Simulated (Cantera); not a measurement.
Charge: 1 mol CH3SiH3, 0.36 mol C3H8, 11 mol H2, at 500 Pa.

Cantera equilibrium calculation (NASA polynomials, part measured and part estimated; ideal gas, pure solids and liquids). Candidate condensed phases: C, C6H6, C7H8, C8H18, Si, SiC; 87 gas species. The feed counts by its element totals alone. Kinetics and transport are ignored.

Over these rows the condensed part is C(graphite) + SiC(s). Partial pressures as log10 of bar:

```json
[
 {"T (K)": "1250", "1000/T (1/K)": "0.8000", "log p CH4": "-6.56", "log p H2": "-2.30"},
 {"T (K)": "1400", "1000/T (1/K)": "0.7143", "log p CH4": "-6.97", "log p H2": "-2.30"},
 {"T (K)": "1550", "1000/T (1/K)": "0.6452", "log p CH4": "-7.29", "log p H2": "-2.30"},
 {"T (K)": "1700", "1000/T (1/K)": "0.5882", "log p CH4": "-7.56", "log p H2": "-2.30"},
 {"T (K)": "1850", "1000/T (1/K)": "0.5405", "log p CH4": "?", "log p H2": "-2.30"},
 {"T (K)": "2000", "1000/T (1/K)": "0.5000", "log p CH4": "-8.00", "log p H2": "-2.31"}
]
```

Task: Fit log p(CH4) = a + b·(1000/T) to the five rows, give the apparent enthalpy, and predict the row at 1850 K.

Result: Means: 1000/T = 0.6495, log p = -7.276. Sxy = 0.253294, Sxx = 0.0529757, so b = 4.78 and a = -7.276 − (4.78)×0.6495 = -10.38.
Apparent enthalpy: −19.145 × (4.78) = -92 kJ/mol. With the condensed phases at unit activity, C(graphite) + 2 H2(g) = CH4(g) links this pressure to the main gases: over the six rows their terms move log p by -0.02 in all, so the slope is close to that reaction's ΔH°. The five rows lie within 0.01 of the line.
Prediction at 1850 K: -10.38 + (4.78)×0.5405 = -7.80. The computed value is -7.79, 0.01 from the line.
